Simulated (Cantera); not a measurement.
An adiabatic, constant-pressure homogeneous reactor starts with 6.43 % CH4, 0.411 % C2H6, 8.94 % O2, 84.2 % N2, at 1523 K and 100000 Pa.

Computed with Cantera and GRI-Mech 3.0 (53 species, 325 reactions).

Task: Predict: time of steepest temperature rise; temperature at 6.00 s; equilibrium temperature; x(O2) at 6.00 s; x(OH) at 6.00 s.

Result: 
| Property | Value |
|---|---|
| time of steepest temperature rise | 0.830 ms |
| temperature at 6.00 s | 2251 K |
| equilibrium temperature | 2251 K |
| x(O2) at 6.00 s | 7.18e-6 (gas-phase equilibrium 7.18e-6) |
| x(OH) at 6.00 s | 0.000426 (gas-phase equilibrium 0.000426) |
